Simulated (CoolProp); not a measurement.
Vapour-liquid equilibrium of ethanol (1) + dimethyl carbonate (2) at 62.85 °C; x and y are mole fractions of (1).

Values from CoolProp's multi-fluid Helmholtz-energy mixture model, Schroeder 2014 and Zhou 2011; pair parameters Bell 2016.

Task: Give the bubble pressure and the first vapour's composition at x = 0.425, 0.8, 0.95. Is there an azeotrope?

Result: x = 0.425: 0.06202 MPa, y = 0.555; x = 0.8: 0.06232 MPa, y = 0.723; x = 0.95: 0.05688 MPa, y = 0.890. y crosses x between x = 0.575 and 0.65: the model has an azeotrope there.

The pair parameters rest on a limited set of measurements; away from them the model extrapolates.
